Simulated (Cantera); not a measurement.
Input (Python, Cantera):

```python
import numpy as np
import cantera as ct

gas = ct.Solution("gri30.yaml", transport_model="mixture-averaged")
show = ['N2', 'C2H2', 'O']

rows = []
print(f"{'T/K':>7s}{'rho':>11s}{'cp':>10s}{'mu':>11s}{'lambda':>11s}{'Pr':>7s}" + "".join(f"{'D_' + s:>11s}" for s in show))
for T in [400, 550, 700, 850, 1000, 1150]:
    gas.TPX = T, 101325, {'H2': 0.1, 'NH3': 0.36}
    Pr = gas.cp_mass * gas.viscosity / gas.thermal_conductivity
    D = [gas.mix_diff_coeffs_mole[gas.species_index(s)] for s in show]
    rows.append([gas.density, gas.cp_mass, gas.viscosity, gas.thermal_conductivity, Pr, *D])
    print(f"{T:7g}{gas.density:11.4e}{gas.cp_mass:10.1f}{gas.viscosity:11.4e}"
          f"{gas.thermal_conductivity:11.4e}{Pr:7.3f}" + "".join(f"{d:11.4e}" for d in D))
print("SI units: kg/m3, J/kg/K, Pa s, W/m/K, m2/s")
```

It prints:

```
    T/K        rho        cp         mu     lambda     Pr       D_N2     D_C2H2        D_O
    400 4.1943e-01    2659.5 1.4058e-05 6.9096e-02  0.541 4.5069e-05 3.4520e-05 7.0385e-05
    550 3.0504e-01    2945.5 1.9216e-05 9.8546e-02  0.574 8.0606e-05 6.3103e-05 1.2471e-04
    700 2.3967e-01    3217.3 2.4159e-05 1.3010e-01  0.597 1.2370e-04 9.8262e-05 1.9029e-04
    850 1.9738e-01    3458.8 2.8835e-05 1.6292e-01  0.612 1.7357e-04 1.3926e-04 2.6601e-04
   1000 1.6777e-01    3689.8 3.3249e-05 1.9636e-01  0.625 2.2968e-04 1.8558e-04 3.5110e-04
   1150 1.4589e-01    3892.4 3.7421e-05 2.2995e-01  0.633 2.9161e-04 2.3683e-04 4.4497e-04
SI units: kg/m3, J/kg/K, Pa s, W/m/K, m2/s
```

Cantera simulation using GRI-Mech 3.0 (53 species, 325 reactions); the numbers are that mechanism's predictions, not measurements. Polar gases are described roughly by these parameters. The composition is frozen, though it would react at the higher temperatures.
